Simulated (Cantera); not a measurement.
## Reactions in the system N-O-V

Standard-state values (1 bar) from the NASA 1993 polynomials, evaluated with Cantera. Values are per mole of reaction as written; species without (g) are pure solids or liquids, kept so even where they would boil at 1 bar.

5 N(g) + V₂O₅ ⇌ 5 NO(g) + 2 V

```
T (K)  ΔH° (kJ)  ΔS° (J/K)  ΔG° (kJ)  log10 K  condensed phases
-----  --------  ---------  --------  -------  ----------------
300      -356.5      214.3    -420.8    73.27     V₂O₅(s), V(s)
2023     -509.0       44.2    -598.5    15.45     V₂O₅(l), V(s)
2098     -511.0       43.3    -601.8    14.98     V₂O₅(l), V(s)
2173     -512.8       42.4    -605.0    14.54     V₂O₅(l), V(s)
2248     -468.5       62.7    -609.4    14.16     V₂O₅(l), V(l)
2323     -469.8       62.1    -614.1    13.81     V₂O₅(l), V(l)
2398     -471.0       61.6    -618.7    13.48     V₂O₅(l), V(l)
2473     -472.2       61.1    -623.3    13.17     V₂O₅(l), V(l)
2548     -473.4       60.6    -627.9    12.87     V₂O₅(l), V(l)
2623     -474.6       60.2    -632.4    12.59     V₂O₅(l), V(l)
2698     -475.8       59.7    -636.9    12.33     V₂O₅(l), V(l)
```

6 VO₂(g) + 2 NO₂(g) ⇌ N₂O(g) + 3 V₂O₅

```csv
T (K),ΔH° (kJ),ΔS° (J/K),ΔG° (kJ),log10 K,condensed phases
300,-3242.6,-1459.7,-2804.7,488.34,V₂O₅(s)
2023,-2763.9,-958.5,-824.7,21.29,V₂O₅(l)
2098,-2751.1,-952.3,-753.1,18.75,V₂O₅(l)
2173,-2738.3,-946.3,-681.9,16.39,V₂O₅(l)
2248,-2725.5,-940.6,-611.1,14.20,V₂O₅(l)
2323,-2712.8,-935.0,-540.8,12.16,V₂O₅(l)
2398,-2700.1,-929.6,-470.9,10.26,V₂O₅(l)
2473,-2687.5,-924.4,-401.4,8.48,V₂O₅(l)
2548,-2674.9,-919.4,-332.2,6.81,V₂O₅(l)
2623,-2662.3,-914.5,-263.4,5.25,V₂O₅(l)
2698,-2649.7,-909.8,-195.0,3.78,V₂O₅(l)
```
